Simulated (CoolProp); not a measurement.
Values from CoolProp's reference Helmholtz-energy equation of state, Aleksandrov 2011. It is a short technical equation, of lower accuracy than the large ones.

**Question.** For n-undecane, give the phase and the speed of sound (m/s), Joule-Thomson coefficient (K/MPa), fugacity coefficient at 103.55 °C and 9.61 MPa; 297.35 °C and 1.34 MPa; 76.15 °C and 0.0232 MPa.

**Answer.** 
- 103.55 °C and 9.61 MPa: liquid; speed of sound 1050, Joule-Thomson coefficient -0.357, fugacity coefficient 0.00107
- 297.35 °C and 1.34 MPa: liquid; speed of sound 363, Joule-Thomson coefficient 0.407, fugacity coefficient 0.450
- 76.15 °C and 0.0232 MPa: liquid; speed of sound 1070, Joule-Thomson coefficient -0.369, fugacity coefficient 0.0616
